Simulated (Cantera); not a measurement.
An isothermal, constant-pressure homogeneous reactor starts with NO : N₂ = 1 : 0.19 (molar parts), at 2000 K and 13300 Pa. Integrator tolerance rtol = 1e-08.

Computed with Cantera and GRI-Mech 3.0 (53 species, 325 reactions).

Q: What does this change do: temperature 2000 to 1548 K?

A: 
```csv
quantity,before,after
x(NO) at 60.0 s,0.00924 (gas-phase equilibrium 0.00923),0.683 (gas-phase equilibrium 0.00187)
x(N₂O) at 60.0 s,1.62e-7 (gas-phase equilibrium 1.62e-7),0.000149 (gas-phase equilibrium 3.54e-8)
x(N₂) at 60.0 s,0.575 (gas-phase equilibrium 0.575),0.238 (gas-phase equilibrium 0.579)
x(NO₂) at 60.0 s,8.17e-6 (gas-phase equilibrium 8.15e-6),0.000700 (gas-phase equilibrium 4.47e-6)
x(O₂) at 60.0 s,0.415 (gas-phase equilibrium 0.415),0.0782 (gas-phase equilibrium 0.419)
x(O) at 60.0 s,0.00119 (gas-phase equilibrium 0.00119),6.24e-6 (gas-phase equilibrium 1.36e-5)
```
